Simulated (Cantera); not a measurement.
A Cantera script and what it prints.

```python
import numpy as np
import cantera as ct

gas_names = """
    C CH CH2 CH3 CH2OH CH3O CH4 CH3OH CN CO CO2 COOH C2 C2H CHCO,ketyl C2H2,acetylene C2H2,vinylidene
    CH2CO,ketene C2H3,vinyl CH3CN CH3CO,acetyl C2H4 C2H4O,ethylen CH3CHO,ethanal CH3COOH (HCOOH)2 C2H5
    C2H6 CH3OCH3 C2H5OH CCN CNC C2N2 C2O C3 C3H3,propargyl C3H4,allene C3H4,propyne C3H4,cyclo-
    C3H5,allyl C3H6,propylene C3H6,cyclo- C3H6O C3H7,n-propyl C3H7,i-propyl C3H8 C3H8O,1propanol
    C3H8O,2propanol C3O2 C4 C4H2 C4H4,1,3-cyclo- C4H6,butadiene C4H6,2-butyne C4H6,cyclo- C4H8,1-butene
    C4H8,cis2-buten C4H8,tr2-butene C4H8,isobutene C4H8,cyclo- (CH3COOH)2 C4H9,n-butyl C4H9,i-butyl
    C4H9,s-butyl C4H9,t-butyl C4H10,isobutane C4H10,n-butane C4N2 C5 C5H6,1,3cyclo- C5H8,cyclo-
    C5H10,1-pentene C5H10,cyclo- C5H11,pentyl C5H11,t-pentyl C5H12,n-pentane C5H12,i-pentane
    CH3C(CH3)2CH3 C6H2 C6H5,phenyl C6H5O,phenoxy C6H6 C6H5OH,phenol C6H10,cyclo- C6H12,1-hexene
    C6H12,cyclo- C6H13,n-hexyl C7H7,benzyl C7H8 C7H8O,cresol C7H14,1-heptene C7H15,n-heptyl
    C7H16,n-heptane C8H8,styrene C8H10,ethylbenz C8H16,1-octene C8H17,n-octyl C8H18,isooctane
    C8H18,n-octane C9H19,n-nonyl C10H8,naphthale C10H21,n-decyl C12H9,o-bipheny C12H10,bipheny Fe FeC5O5
    FeO Fe(OH)2 H HCN HCO HCCN HNC HNCO HNO HNO2 HNO3 HO2 H2 HCHO,formaldehy HCOOH H2O H2O2 N NCO NH NH2
    NH3 NH2OH NO NO2 NO3 N2 N2H2 N2H4 N2O O OH O2 O3
""".split()
cond_names = """
    C(gr) C6H6(L) C7H8(L) C8H18(L),n-octa Fe(a) Fe(c) Fe(d) Fe(L) FeC5O5(L) FeO(s) FeO(L) Fe(OH)2(s)
    Fe(OH)3(s) Fe2O3(s) Fe3O4(s) H2O(s) H2O(L)
""".split()


def load(file, names, dense=False):
    # The tables refer to 1 bar. Condensed volumes are neglected.
    table = {s.name: s for s in ct.Species.list_from_file(file)}
    out = []
    for n in names:
        d = dict(table[n].input_data)
        d["thermo"] = dict(d["thermo"], **{"reference-pressure": 1e5})
        if dense:
            d["equation-of-state"] = {"model": "constant-volume", "density": "1e6 g/cm^3"}
        out.append(ct.Species.from_dict(d))
    return out


gas = ct.Solution(thermo="ideal-gas", species=load("nasa_gas.yaml", gas_names))
cond = {s.name: ct.Solution(thermo="fixed-stoichiometry", species=[s], name=s.name)
        for s in load("nasa_condensed.yaml", cond_names, dense=True)}
atoms = {
    'Fe3O4': {'Fe': 3, 'O': 4},
    'CH4': {'C': 1, 'H': 4},
    'N2': {'N': 2},
    'C': {'C': 1},
}
top_T = {'C(gr)': 4500, 'Fe2O3(s)': 1830, 'Fe3O4(s)': 1870}  # K; cautious upper limits of use, not melting points


def equilibrate(T, P, feed):
    n = {}
    for name, mol in feed.items():
        for a, k in atoms[name].items():
            n[a] = n.get(a, 0.0) + k * mol
    gas.TPX = T, P, n
    mass = sum(n.values()) * gas.mean_molecular_weight
    gas.equilibrate("TP")
    valid = [c for c in cond.values() if c.min_temp <= T <= top_T.get(c.name, c.max_temp)]
    mix = ct.Mixture([(gas, mass / gas.mean_molecular_weight)] + [(c, 0.0) for c in valid])
    mix.T, mix.P = T, P
    mix.equilibrate("TP", solver="vcs", rtol=1e-11, max_steps=5000)
    return mix


results = []
feed = {'Fe3O4': 1, 'CH4': 0.47, 'N2': 0.15, 'C': 0.39}  # mol
P = 170  # Pa
for T in [1648, 1723, 1798, 1873, 1948, 2023, 2098, 2173, 2248]:
    mix = equilibrate(T, P, feed)
    results.append((T, P, feed, dict(zip(mix.species_names, mix.species_moles))))

top = {s: max(r[3][s] / sum(r[3][g] for g in gas_names) for r in results) for s in gas_names}
cols = sorted((s for s in top if top[s] > 1e-06), key=lambda s: -top[s])[:6]
seen = [c for c in cond_names if any(r[3].get(c, 0) > 1e-12 for r in results)]
print("log10 of partial pressures in bar; condensed amounts in mol")
print(f"{'T/K':>10s}" + "".join(f"{s[:9]:>10s}" for s in cols + seen))
for T, P, feed, n in results:
    ng = sum(n[g] for g in gas_names)
    print(f"{T:10.4g}" + "".join(f"{np.log10(max(n[s] / ng * P / 1e5, 1e-99)):10.3f}" for s in cols)
          + "".join(f"{n.get(c, 0):10.4g}" for c in seen))
```

Result:

```
log10 of partial pressures in bar; condensed amounts in mol
       T/K        CO        Fe        H2       H2O       CO2        N2     Fe(c)     Fe(d)     Fe(L)    FeO(s)    FeO(L)
      1648    -3.186    -5.584    -3.257    -3.580    -4.015    -3.884    0.2706         0         0     2.726         0
      1723    -3.182    -5.040    -3.257    -3.588    -4.059    -3.886         0    0.2483         0         0     2.741
      1798    -3.183    -4.543    -3.260    -3.602    -4.105    -3.892         0    0.2113         0         0     2.755
      1873    -3.194    -4.102    -3.278    -3.615    -4.145    -3.906         0         0    0.1449         0     2.759
      1948    -3.227    -3.718    -3.323    -3.635    -4.182    -3.940         0         0         0         0     2.748
      2023    -3.279    -3.552    -3.438    -3.541    -4.050    -3.970         0         0         0         0     2.601
      2098    -3.350    -3.428    -3.594    -3.474    -3.922    -4.006         0         0         0         0     2.414
      2173    -3.448    -3.335    -3.796    -3.446    -3.813    -4.052         0         0         0         0      2.17
      2248    -3.595    -3.256    -4.057    -3.488    -3.761    -4.133         0         0         0         0     1.742
```

Equilibrium computed with Cantera from the NASA thermochemical tables; the gas is ideal and each condensed phase is pure. Each liquid is taken as pure. Mutual solubility and eutectic melting of coexisting phases are not modelled. The tables' stoichiometric FeO is somewhat more stable than real wüstite, so its field is too wide. FeO: taken at fixed stoichiometry.
